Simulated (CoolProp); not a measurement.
cis-2-butene along the isobar 6.13 MPa: density (kg/m³) from the reference equation and from simpler models built on Tc = 162.6 °C, pc = 4.236 MPa, ω = 0.202; each cubic takes its own stable root.

Values from CoolProp's reference Helmholtz-energy equation of state, Lemmon 2005. It is a short technical equation, of lower accuracy than the large ones.

```json
[
 {"T (°C)": "64.35", "phase": "liquid", "reference": "577.9", "van der Waals": "370.9", "Redlich-Kwong": "519.1", "Soave-Redlich-Kwong": "533.6"},
 {"T (°C)": "78.85", "phase": "liquid", "reference": "559.2", "van der Waals": "360.6", "Redlich-Kwong": "499.2", "Soave-Redlich-Kwong": "513.6"},
 {"T (°C)": "93.25", "phase": "liquid", "reference": "539.4", "van der Waals": "349.7", "Redlich-Kwong": "478.0", "Soave-Redlich-Kwong": "491.8"},
 {"T (°C)": "107.65", "phase": "liquid", "reference": "517.8", "van der Waals": "337.9", "Redlich-Kwong": "455.0", "Soave-Redlich-Kwong": "467.8"},
 {"T (°C)": "122.05", "phase": "liquid", "reference": "493.9", "van der Waals": "325.0", "Redlich-Kwong": "429.6", "Soave-Redlich-Kwong": "440.7"},
 {"T (°C)": "136.45", "phase": "liquid", "reference": "466.5", "van der Waals": "310.6", "Redlich-Kwong": "401.1", "Soave-Redlich-Kwong": "409.8"},
 {"T (°C)": "150.95", "phase": "liquid", "reference": "433.4", "van der Waals": "294.1", "Redlich-Kwong": "368.0", "Soave-Redlich-Kwong": "372.8"},
 {"T (°C)": "165.35", "phase": "supercritical", "reference": "389.9", "van der Waals": "274.9", "Redlich-Kwong": "328.4", "Soave-Redlich-Kwong": "326.9"},
 {"T (°C)": "179.75", "phase": "supercritical", "reference": "319.1", "van der Waals": "251.1", "Redlich-Kwong": "277.0", "Soave-Redlich-Kwong": "264.3"},
 {"T (°C)": "194.15", "phase": "supercritical", "reference": "213.0", "van der Waals": "219.9", "Redlich-Kwong": "212.6", "Soave-Redlich-Kwong": "192.3"},
 {"T (°C)": "208.55", "phase": "supercritical", "reference": "161.5", "van der Waals": "181.8", "Redlich-Kwong": "165.9", "Soave-Redlich-Kwong": "152.3"},
 {"T (°C)": "223.05", "phase": "supercritical", "reference": "137.2", "van der Waals": "151.5", "Redlich-Kwong": "140.9", "Soave-Redlich-Kwong": "131.1"},
 {"T (°C)": "237.45", "phase": "supercritical", "reference": "122.3", "van der Waals": "132.8", "Redlich-Kwong": "125.5", "Soave-Redlich-Kwong": "117.5"},
 {"T (°C)": "251.85", "phase": "supercritical", "reference": "111.7", "van der Waals": "120.2", "Redlich-Kwong": "114.5", "Soave-Redlich-Kwong": "107.7"}
]
```
